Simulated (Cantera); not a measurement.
## CaO + Cl2 + H2 (oxide etching and cleaning by halides)

Input: 1 mol CaO, 3.7 mol Cl2, 0.22 mol H2, equilibrated at 0.133 bar.

Equilibrium computed with Cantera from the NASA thermochemical tables; the gas is ideal and each condensed phase is pure. Candidate condensed phases: Ca, CaCl2, CaO, Ca(OH)2, H2O; 21 gas species. Condensed phases not in the tables: oxide chlorides. Rates play no part.

```csv
T (°C),x Cl2,x Cl,x CaCl2,x O2,x HCl,x H2O,x ClO,x O,n CaCl2(s),n CaCl2(l)
477,0.737,6.38e-6,<1e-12,0.143,0.112,0.00844,1.33e-7,<1e-12,1.00,0
577,0.730,6.53e-5,2.12e-10,0.145,0.122,0.00336,9.07e-7,<1e-12,1.00,0
677,0.727,0.000413,2.28e-8,0.146,0.126,0.00149,4.13e-6,3.32e-11,1.00,0
777,0.725,0.00185,9.64e-7,0.146,0.127,0.000750,1.41e-5,6.99e-10,0,1.000
877,0.720,0.00637,1.57e-5,0.146,0.127,0.000420,3.86e-5,8.68e-9,0,1.000
977,0.710,0.0180,0.000158,0.145,0.127,0.000256,8.97e-5,7.21e-8,0,0.999
1077,0.687,0.0433,0.00110,0.143,0.125,0.000168,0.000181,4.37e-7,0,0.996
1177,0.643,0.0906,0.00568,0.139,0.122,0.000116,0.000323,2.05e-6,0,0.980
1277,0.564,0.167,0.0233,0.130,0.115,8.21e-5,0.000507,7.74e-6,0,0.911
1377,0.438,0.266,0.0792,0.115,0.101,5.83e-5,0.000678,2.40e-5,0,0.656
1477,0.280,0.360,0.186,0.0924,0.0815,4.13e-5,0.000744,6.23e-5,0,0
```
x: gas mole fraction; n: condensed amount in mol.

From 477 °C to 677 °C the condensed part is CaCl2(s). From 777 °C to 1377 °C the condensed part is CaCl2(l). At 1477 °C nothing is condensed.
